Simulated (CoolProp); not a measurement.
The fluid at 322.21 K and 8.5 MPa flows at 0.12 m/s in a round tube of 4.6 mm bore and 0.25 µm roughness, fully developed (64/Re and Nu = 3.66 if laminar; Colebrook and Gnielinski if turbulent). The same conditions are run with several fluids, on thermodynamics alone (safety and materials aside).

Computed with CoolProp (reference Helmholtz-energy equation of state of each fluid (water: Wagner 2002; R125: Lemmon 2005; R141b: Lemmon 2006)).

Q: Rank water, R125, R141b by Reynolds number, highest first.

A: R125 (4920), R141b (1920), water (983)

| fluid | Darcy friction factor | pressure drop (Pa/m) | heat-transfer coefficient (W/(m² K)) | mass flow (kg/h) |
|---|---|---|---|---|
| water | 0.0651 | 101 | 512 | 7.12 |
| R125 | 0.0376 | 67.9 | 362 | 8.27 |
| R141b | 0.0333 | 62.9 | 70.0 | 8.66 |

Transport values come from each fluid's own correlations; those of R141b are estimates that may be off by 10 % or more.
